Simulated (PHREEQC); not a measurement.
Consider water at 75 °C with 0.015 mol HF, 8.7e-05 mol NH4F and 0.00098 mol H4SiO4 per kg of water. Closed to the air; pH follows from the charge balance.

Equilibrium calculation in PHREEQC: ion-association model, wateq4f.dat.

Problem. The ionic strength comes out as 0.00312 mol/kgw. What activity coefficients do H+, HF2-, NH4+, SiF6-2, F- get?

Solution. H+ 0.94, HF2- 0.93, NH4+ 0.94, SiF6-2 0.77, F- 0.93.

This is a speciation only: nothing precipitates in the calculation. At this temperature some constants are extrapolated from 25 °C, and those without enthalpy data are left unchanged. SiF6-2 is the database's only silicon fluoride.
